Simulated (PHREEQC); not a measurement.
1 kg of water holding 0.081 mol/kgw MgSO4, 0.46 mol/kgw NaCl, 0.021 mol/kgw Na2SO4 and 0.18 mol/kgw K2SO4 is evaporated at 75 °C; the solids stay in contact with the brine. The system is closed to CO2. The run lets Arcanite, Bischofite, Bloedite, Brucite, Carnallite, Epsomite, Glaserite, Halite, Hexahydrite, Kainite, Kieserite, Leonite, Mirabilite, Misenite, Schoenite, Sylvite, Thenardite, MgCl2_4H2O precipitate or redissolve, and no other solid.

The series has 18 steps of water left (kg), from 1 to 0.03564.

All values are PHREEQC results (Pitzer model, pitzer.dat), not measurements.

Task: Which solids form, in which order, and at which step of the series does each first stand?

Result: Glaserite from water left = 0.1711 kg; Thenardite from water left = 0.07809 kg; Halite from water left = 0.06418 kg.

At this temperature some constants are extrapolated from 25 °C, and those without enthalpy data are left unchanged.
